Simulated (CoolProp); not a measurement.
500 sccm (0 °C, 1 atm) of nitrogen bubbles through liquid R113 at 292.4 K and leaves saturated at a total pressure of 0.122 MPa (ideal gas phase). Each further row changes one setting.

The numbers come from the reference Helmholtz-energy equation of state, Marx 1992 in CoolProp.

| case | vapour pressure (kPa) | mole fraction of vapour | delivery (mg/min) | delivery (sccm) | change of delivery for a bath 1 K warmer (%) |
|---|---|---|---|---|---|
| as stated | 35.6 | 0.292 | 1720 | 206 | 6.0 |
| bath temperature 297.4 K | 43.5 | 0.357 | 2320 | 277 | 6.4 |
| total pressure 0.244 MPa | 35.6 | 0.146 | 713 | 85.3 | 4.9 |
